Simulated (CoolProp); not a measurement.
R142b along the isotherm 470 K: density (kg/m³) from the reference equation and from simpler models built on Tc = 410.3 K, pc = 4.055 MPa, ω = 0.232; each cubic takes its own stable root.

Model: reference Helmholtz-energy equation of state, Lemmon 2006, in CoolProp. It is a short technical equation, of lower accuracy than the large ones.

| p (MPa) | phase | reference | Redlich-Kwong | Peng-Robinson |
|---|---|---|---|---|
| 0.128 | gas | 3.315 | 3.316 | 3.318 |
| 0.216 | gas | 5.620 | 5.624 | 5.629 |
| 0.365 | gas | 9.576 | 9.586 | 9.600 |
| 0.616 | gas | 16.39 | 16.42 | 16.46 |
| 1.04 | gas | 28.37 | 28.46 | 28.58 |
| 1.76 | gas | 50.24 | 50.53 | 50.83 |
| 2.96 | gas | 92.09 | 93.06 | 93.67 |
| 5 | supercritical | 187.4 | 191.9 | 190.0 |
| 8.44 | supercritical | 448.1 | 438.1 | 419.5 |
| 14.2 | supercritical | 685.3 | 630.1 | 651.2 |
| 24 | supercritical | 815.1 | 764.0 | 817.0 |
| 40.5 | supercritical | 917.5 | 877.7 | 953.7 |
